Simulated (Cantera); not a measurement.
Stirred combustor or abatement burner

A perfectly stirred reactor is fed with 22.6 % CO, 9.04 % H₂, 14.4 % O₂, 54.0 % N₂, equivalence ratio 1.1, at 0.918 atm; it is adiabatic with a 698 K inlet, and is followed from long to short residence time, starting on the burning branch (τ in s: 0.024, 0.008, 0.0027, 0.00091, 0.00031, 0.0001, 3.5e-05, 1.2e-05, 4e-06).

Cantera simulation using GRI-Mech 3.0 (53 species, 325 reactions); the numbers are that mechanism's predictions, not measurements.

```tsv
τ (s)	T (K)	x CO	x H₂	x O₂	x CO₂	x HO₂	x NO	x N₂O
0.024	2502	0.0730	0.00582	0.0179	0.183	2.17e-6	0.00432	2.40e-7
0.0080	2442	0.0789	0.00654	0.0216	0.176	2.31e-6	0.00262	1.96e-7
0.0027	2317	0.0894	0.00804	0.0278	0.163	2.92e-6	0.000945	1.49e-7
0.00091	2140	0.101	0.0101	0.0345	0.148	4.86e-6	0.000257	1.21e-7
0.00031	1936	0.111	0.0120	0.0405	0.134	8.41e-6	0.000112	1.04e-7
0.00010	1695	0.123	0.0132	0.0488	0.118	1.45e-5	5.71e-5	9.13e-8
3.5e-5	1398	0.165	0.0169	0.0745	0.0710	3.38e-5	1.16e-5	7.32e-8
1.2e-5	698	0.226	0.0904	0.144	<1e-12	<1e-12	<1e-12	<1e-12
4.0e-6	698	0.226	0.0904	0.144	<1e-12	<1e-12	<1e-12	<1e-12
```
x: mole fraction; the columns are a selection and need not sum to one.
